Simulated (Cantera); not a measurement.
**c-C₄F₈ + H₂ + CH₄ (fluorocarbon and chlorocarbon gases)**

A closed system holds: 1 mol c-C₄F₈, 0.21 mol H₂, 0.58 mol CH₄, at 1.00 Torr.

These are equilibrium values from Cantera (NASA tables, ideal gas, pure condensed phases), not measurements of a reactor. Candidate condensed phases: C, C₆H₆, C₇H₈, C₈H₁₈; 95 gas species. The feed counts by its element totals alone. Gases not in the tables: C₂F₆ and larger saturated fluorocarbons. Equilibrium is a limit: real reactors are often held back by kinetics, nucleation or transport.

```
T (°C)   x HF  x CF₄    x CF₂      x F  n C(graphite)
------  -----  -----  -------  -------  -------------
1325    0.674  0.322  0.00262  0.00101           3.26
1350    0.674  0.321  0.00361  0.00146           3.26
1375    0.673  0.320  0.00493  0.00208           3.26
1400    0.672  0.318  0.00665  0.00293           3.25
1425    0.671  0.316  0.00890  0.00409           3.25
1450    0.669  0.313   0.0118  0.00566           3.25
1475    0.666  0.309   0.0155  0.00774           3.24
1500    0.663  0.305   0.0201   0.0105           3.23
1525    0.660  0.299   0.0258   0.0141           3.22
1550    0.655  0.292   0.0329   0.0187           3.21
1575    0.649  0.283   0.0415   0.0246           3.20
1600    0.642  0.272   0.0517   0.0321           3.19
```
x: gas mole fraction; n: condensed amount in mol.

From 1325 °C to 1600 °C the condensed part is C(graphite). The main C-bearing gas is CF₄ throughout.
